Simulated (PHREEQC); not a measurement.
Consider water at 40 °C with 0.0013 mol/kgw PbCl2 and 0.0072 mol/kgw NaCl. Closed to the air; pH follows from the charge balance.

Computed with PHREEQC (ion-association model, phreeqc.dat).

Precipitation was switched off in this run.

Task: Estimate the pH, ionic strength.

Result: pH 5.45; ionic strength 0.0104 mol/kgw.

Task: In which forms is Pb present?

Result: Pb+2 74 %, PbCl+ 26 % of the Pb.

Away from 25 °C the constants follow the database's enthalpies or fits; those with neither stay at their 25 °C values.
